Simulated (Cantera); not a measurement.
**Transport properties of process gases**

Gas mixture: N2 : NH3 = 0.48 : 0.7 (molar parts), at 0.480 Torr, frozen composition.

Cantera's kinetic-theory transport with the Lennard-Jones parameters of GRI-Mech 3.0, ideal gas; thermal conductivity in the multicomponent form. Polar gases are described roughly by these parameters. The composition is frozen, though it would react at the higher temperatures.

```json
[
 {"T (K)": "400", "ρ (kg/m³)": "0.000414", "cp (J/kg/K)": "1621", "μ (µPa s)": "17.5", "λ (mW/m/K)": "40.7", "Pr": "0.695", "D (cm²/s) H2": "2080", "D (cm²/s) C2H2": "454", "D (cm²/s) N2": "605"},
 {"T (K)": "550", "ρ (kg/m³)": "0.000301", "cp (J/kg/K)": "1770", "μ (µPa s)": "23.0", "λ (mW/m/K)": "59.1", "Pr": "0.689", "D (cm²/s) H2": "3610", "D (cm²/s) C2H2": "818", "D (cm²/s) N2": "1090"},
 {"T (K)": "700", "ρ (kg/m³)": "0.000236", "cp (J/kg/K)": "1917", "μ (µPa s)": "28.2", "λ (mW/m/K)": "78.5", "Pr": "0.687", "D (cm²/s) H2": "5440", "D (cm²/s) C2H2": "1260", "D (cm²/s) N2": "1670"},
 {"T (K)": "850", "ρ (kg/m³)": "0.000195", "cp (J/kg/K)": "2052", "μ (µPa s)": "32.9", "λ (mW/m/K)": "98.4", "Pr": "0.687", "D (cm²/s) H2": "7540", "D (cm²/s) C2H2": "1770", "D (cm²/s) N2": "2350"},
 {"T (K)": "1000", "ρ (kg/m³)": "0.000165", "cp (J/kg/K)": "2180", "μ (µPa s)": "37.4", "λ (mW/m/K)": "119", "Pr": "0.687", "D (cm²/s) H2": "9900", "D (cm²/s) C2H2": "2350", "D (cm²/s) N2": "3110"},
 {"T (K)": "1150", "ρ (kg/m³)": "0.000144", "cp (J/kg/K)": "2287", "μ (µPa s)": "41.6", "λ (mW/m/K)": "139", "Pr": "0.687", "D (cm²/s) H2": "12500", "D (cm²/s) C2H2": "2990", "D (cm²/s) N2": "3950"}
]
```
D: mixture-averaged diffusion coefficient of that species in the mixture.
